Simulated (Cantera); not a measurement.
Low-pressure radical oxidation in H2/O2

An isothermal, constant-pressure homogeneous reactor starts with 3.76 % H₂, 23.5 % O₂, 72.8 % N₂, equivalence ratio 0.080, at 1200 K and 3.15 Torr.

Cantera simulation using the H2/O2 subset of GRI-Mech 3.0, which has no nitrogen chemistry; the numbers are that mechanism's predictions, not measurements. Radical loss at walls, strong at low pressure, is not modelled. The temperature is held fixed by assumption; the heat of reaction is taken as removed at once.

| t (s) | x H₂ | x O₂ | x OH | x HO₂ | x O | x H₂O₂ |
|---|---|---|---|---|---|---|
| 3.00e-5 | 0.0376 | 0.235 | 1.95e-12 | 7.65e-11 | 1.99e-12 | <1e-12 |
| 0.000118 | 0.0376 | 0.235 | 2.70e-11 | 3.02e-10 | 2.89e-11 | <1e-12 |
| 0.000468 | 0.0376 | 0.235 | 2.98e-10 | 1.19e-9 | 3.72e-10 | <1e-12 |
| 0.00185 | 0.0376 | 0.235 | 3.65e-9 | 4.71e-9 | 5.67e-9 | 4.11e-12 |
| 0.00729 | 0.0376 | 0.235 | 1.37e-6 | 2.20e-8 | 2.23e-6 | 6.43e-11 |
| 0.0288 | 0.00140 | 0.210 | 0.00211 | 3.56e-7 | 0.0176 | 1.31e-8 |
| 0.114 | 0.00122 | 0.211 | 0.00199 | 3.53e-7 | 0.0164 | 1.28e-8 |
| 0.449 | 0.000927 | 0.213 | 0.00174 | 3.45e-7 | 0.0117 | 1.41e-8 |
| 1.77 | 0.000328 | 0.218 | 0.00104 | 2.82e-7 | 0.00379 | 1.49e-8 |
| 7.00 | 3.25e-5 | 0.220 | 0.000330 | 1.04e-7 | 0.000367 | 7.79e-9 |
x: mole fraction; the columns are a selection and need not sum to one.

Equilibrium at this temperature and pressure: H₂ 1.61e-8, O₂ 0.220, OH 7.38e-6, HO₂ 2.19e-9, O 1.83e-7, H₂O₂ 2.79e-11 (gas phase only).
